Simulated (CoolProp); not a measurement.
Computed with CoolProp (reference Helmholtz-energy equation of state, McLinden 2020).

Task: Give the vapour pressure (MPa), liquid density (kg/m³), vapour density (kg/m³), enthalpy of vaporisation (kJ/kg) of saturated R1336mzz(Z) at 337.4 K.

Result: 
```json
[
 {"T (K)": "337.4", "p (MPa)": "0.278", "liquid density (kg/m³)": "1260", "vapour density (kg/m³)": "18.1", "enthalpy of vaporisation (kJ/kg)": "149"}
]
```
